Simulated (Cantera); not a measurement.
A diamond (100) surface in a fixed gas of H2 with x(CH4) = 0.0076, x(H) = 0.01, at 1375 K, 45.8 Torr; coverages are run to steady state.

Cantera simulation using the Harris–Goodwin 1993 mechanism for the reconstructed diamond (100) surface; the numbers are that mechanism's predictions, not measurements.

θ: site fractions in the mechanism's names (c6HH fully hydrogenated, c6H* and c6*H radical sites, c6** diradical, c6HM methylated).

```tsv
x(CH3)	growth (µm/h)	θ c6HH	θ c6H*	θ c6*H	θ c6**	θ c6HM
1e-06	0.0164	0.344	0.0571	0.541	0.0579	7.16e-7
2.8e-06	0.0459	0.344	0.0571	0.541	0.0579	2.01e-6
7.6e-06	0.125	0.344	0.0571	0.541	0.0579	5.44e-6
2.1e-05	0.344	0.344	0.0571	0.541	0.0579	1.50e-5
5.9e-05	…	0.344	0.0571	0.541	0.0578	…
0.00016	2.62	0.344	0.0571	0.541	0.0577	0.000114
0.00045	…	0.343	0.0571	0.541	0.0573	…
0.0012	19.2	0.343	0.0570	0.540	0.0563	0.000848
0.0034	52.1	0.342	0.0567	0.537	0.0536	0.00235
```

Question: What belongs in the gaps?

Answer: 
- 5.9e-05, growth (µm/h): 0.966
- 5.9e-05, θ c6HM: 4.22e-5
- 0.00045, growth (µm/h): 7.31
- 0.00045, θ c6HM: 0.000321
